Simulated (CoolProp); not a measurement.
A single-stage vapour-compression cycle with carbon dioxide: evaporating at 228.15 K (dew point), condensing at 269.15 K (bubble point), superheat 2 K, subcooling 8 K, compressor efficiency 0.6, no pressure losses. Each further row changes one setting.

Model: reference Helmholtz-energy equation of state, Span 1996, in CoolProp.

```
case                              cooling COP  pressure ratio  discharge temperature (K)  refrigerating effect (kJ/kg)  volumetric capacity (kJ/m³)
--------------------------------  -----------  --------------  -------------------------  ----------------------------  ---------------------------
as stated                          (withheld)            3.76                      355.8                           264                         5670
evaporating temperature 233.15 K         3.16            3.12                 (withheld)                    (withheld)                         6850
condensing temperature 264.15 K    (withheld)      (withheld)                      341.4                           275                         5900
subcooling 13 K                          2.76            3.76                      355.8                           275                         5900
superheat 12 K                           2.59            3.76                      371.0                           274                         5530
compressor efficiency 0.5                2.21            3.76                      375.0                           264                         5670
```

Task: What belongs in the gaps?

Result: 
- as stated, cooling COP: 2.65
- evaporating temperature 233.15 K, discharge temperature (K): 342.0
- evaporating temperature 233.15 K, refrigerating effect (kJ/kg): 266
- condensing temperature 264.15 K, cooling COP: 3.13
- condensing temperature 264.15 K, pressure ratio: 3.28
